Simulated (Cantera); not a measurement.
# Stirred combustor or abatement burner

A perfectly stirred reactor is fed with CO : H₂ : O₂ : N₂ = 1 : 0.31 : 0.704 : 2.65 (molar parts), equivalence ratio 0.93, at 0.440 bar; it is adiabatic with a 525 K inlet, and is followed from long to short residence time, starting on the burning branch (τ in s: 0.3, 0.095, 0.03, 0.0095, 0.003, 0.00095, 0.0003, 9.5e-05, 3e-05, 9.5e-06, 3e-06).

Model: GRI-Mech 3.0 (53 species, 325 reactions), integrated in Cantera.

| τ (s) | T (K) | x CO | x H₂ | x O₂ | x NO₂ | x NO | x H | x HO₂ |
|---|---|---|---|---|---|---|---|---|
| 0.30 | 2374 | 0.0398 | 0.00232 | 0.0279 | 1.18e-6 | 0.00517 | 0.00121 | 1.51e-6 |
| 0.095 | 2343 | 0.0435 | 0.00260 | 0.0303 | 8.08e-7 | 0.00385 | 0.00153 | 1.46e-6 |
| 0.030 | 2259 | 0.0525 | 0.00335 | 0.0354 | 3.04e-7 | 0.00186 | 0.00261 | 1.49e-6 |
| 0.0095 | 2114 | 0.0657 | 0.00467 | 0.0421 | 5.82e-8 | 0.000492 | 0.00544 | 2.15e-6 |
| 0.0030 | 1932 | 0.0781 | 0.00624 | 0.0482 | 1.38e-8 | 0.000140 | 0.0112 | 3.79e-6 |
| 0.00095 | 1725 | 0.0881 | 0.00759 | 0.0537 | 7.30e-9 | 7.73e-5 | 0.0207 | 6.27e-6 |
| 0.00030 | 1481 | 0.105 | 0.00823 | 0.0641 | 3.66e-9 | 3.44e-5 | 0.0303 | 1.09e-5 |
| 9.5e-5 | 525 | 0.214 | 0.0665 | 0.151 | <1e-12 | <1e-12 | <1e-12 | <1e-12 |
| 3.0e-5 | 525 | 0.214 | 0.0665 | 0.151 | <1e-12 | <1e-12 | <1e-12 | <1e-12 |
| 9.5e-6 | 525 | 0.214 | 0.0665 | 0.151 | <1e-12 | <1e-12 | <1e-12 | <1e-12 |
| 3.0e-6 | 525 | 0.214 | 0.0665 | 0.151 | <1e-12 | <1e-12 | <1e-12 | <1e-12 |
x: mole fraction; the columns are a selection and need not sum to one.
